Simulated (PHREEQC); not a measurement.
A solution holds 0.0028 mol H3BO3, 0.043 mol NaF and 0.058 mol KCl per kg of water, at 25 °C. Closed to the air; pH follows from the charge balance.

Equilibrium calculation in PHREEQC: ion-association model, phreeqc.dat.

```tsv
quantity	before	after
pH	7.01	7.61
ionic strength (mol/kgw)	0.100	0.262
NaF (mol/kgw)	0.000603	0.0113
HF (mol/kgw)	4.62e-6	4.88e-6
SI of Sylvite (KCl)	-3.61	-3.69
SI of Halite (NaCl)	-4.40	-3.79
```

What was changed between the two runs?
(A) KCl from 0.058 to 0.0638 mol/kgw
(B) H3BO3 left out
(C) NaF from 0.043 to 0.215 mol/kgw
(D) temperature from 25 to 90 °C
(E) H3BO3 from 0.0028 to 0.00308 mol/kgw

C, NaF from 0.043 to 0.215 mol/kgw

No solid was allowed to form. Real BF4- forms and hydrolyses slowly; the run takes it at equilibrium.
